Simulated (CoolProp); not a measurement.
Carbon dioxide along the isotherm -51.55 °C: density (kg/m³) from the reference equation and from simpler models built on Tc = 31.0 °C, pc = 7377 kPa, ω = 0.224; each cubic takes its own stable root.

Model: reference Helmholtz-energy equation of state, Span 1996, in CoolProp.

```json
[
 {"p (kPa)": "35", "phase": "gas", "reference": "0.8399", "van der Waals": "0.8385", "Redlich-Kwong": "0.8393", "Soave-Redlich-Kwong": "0.8396"},
 {"p (kPa)": "52.8", "phase": "gas", "reference": "1.270", "van der Waals": "1.267", "Redlich-Kwong": "1.269", "Soave-Redlich-Kwong": "1.269"},
 {"p (kPa)": "79.6", "phase": "gas", "reference": "1.922", "van der Waals": "1.914", "Redlich-Kwong": "1.919", "Soave-Redlich-Kwong": "1.920"},
 {"p (kPa)": "120", "phase": "gas", "reference": "2.913", "van der Waals": "2.896", "Redlich-Kwong": "2.906", "Soave-Redlich-Kwong": "2.909"},
 {"p (kPa)": "181", "phase": "gas", "reference": "4.432", "van der Waals": "4.391", "Redlich-Kwong": "4.414", "Soave-Redlich-Kwong": "4.422"},
 {"p (kPa)": "273", "phase": "gas", "reference": "6.774", "van der Waals": "6.678", "Redlich-Kwong": "6.732", "Soave-Redlich-Kwong": "6.750"},
 {"p (kPa)": "412", "phase": "gas", "reference": "10.44", "van der Waals": "10.21", "Redlich-Kwong": "10.34", "Soave-Redlich-Kwong": "10.38"},
 {"p (kPa)": "622", "phase": "gas", "reference": "16.32", "van der Waals": "15.73", "Redlich-Kwong": "16.04", "Soave-Redlich-Kwong": "16.16"},
 {"p (kPa)": "939", "phase": "liquid", "reference": "1161", "van der Waals": "24.54", "Redlich-Kwong": "1029", "Soave-Redlich-Kwong": "1068"},
 {"p (kPa)": "1420", "phase": "liquid", "reference": "1162", "van der Waals": "39.33", "Redlich-Kwong": "1031", "Soave-Redlich-Kwong": "1070"},
 {"p (kPa)": "2140", "phase": "liquid", "reference": "1164", "van der Waals": "715.9", "Redlich-Kwong": "1034", "Soave-Redlich-Kwong": "1072"},
 {"p (kPa)": "3220", "phase": "liquid", "reference": "1166", "van der Waals": "721.5", "Redlich-Kwong": "1039", "Soave-Redlich-Kwong": "1076"},
 {"p (kPa)": "4860", "phase": "liquid", "reference": "1170", "van der Waals": "729.2", "Redlich-Kwong": "1045", "Soave-Redlich-Kwong": "1081"},
 {"p (kPa)": "7340", "phase": "liquid", "reference": "1175", "van der Waals": "739.6", "Redlich-Kwong": "1054", "Soave-Redlich-Kwong": "1088"},
 {"p (kPa)": "11100", "phase": "liquid", "reference": "1182", "van der Waals": "753.1", "Redlich-Kwong": "1067", "Soave-Redlich-Kwong": "1098"}
]
```

At some of these states van der Waals gives the other phase, because its saturation line lies elsewhere.
